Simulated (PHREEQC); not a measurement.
NaOH is added in steps, without added water, to 1 kg of water holding 0.026 mol HF, 0.014 mol NaF and 0.0074 mol HCl, at 25 °C. O2 is buffered at 0.21 atm. No CO2 enters from the air. Nothing may precipitate in this run.

Base run: PHREEQC, ion-association model, wateq4f.dat. Each further column changes one thing. The table gives pH.

```
NaOH added (mol)   base  diluted 2-fold with water  HCl left out  NaF from 0.014 to 0.028 mol/kgw  solids may form
----------------  -----  -------------------------  ------------  -------------------------------  ---------------
0                  2.62                       2.71           [?]                              [?]             2.62
0.00325            2.76                       2.95          3.07                             3.07             2.76
0.0065             2.89                       3.19          3.20                             3.17             2.89
0.00975            3.02                       3.45          3.33                             3.27             3.02
0.013              3.15                       3.81          3.48                              [?]             3.15
0.01625            3.29                       4.79          3.65                             3.48             3.29
0.0195             3.43                      11.38           [?]                             3.61             3.43
0.02275            3.59                      11.71          4.21                             3.76             3.59
0.026              3.79                      11.89          7.84                             3.95             3.79
0.02925            4.08                      12.02         11.43                             4.23             4.08
0.0325             4.78                      12.12         11.73                             4.92             4.78
0.03575           11.28                      12.20         11.90                            11.27            11.28
0.039             11.66                      12.26         12.02                            11.65            11.66
```

Question: Some entries are withheld; supply them.

Answer: 
- 0, HCl left out: 2.94
- 0, NaF from 0.014 to 0.028 mol/kgw: 2.97
- 0.013, NaF from 0.014 to 0.028 mol/kgw: 3.37
- 0.0195, HCl left out: 3.87

wateq4f.dat counts part of the HF as a dimer, H2F2, which phreeqc.dat doesn't know; its constant is uncertain.  Solids allowed in the column 'solids may form': Halite.
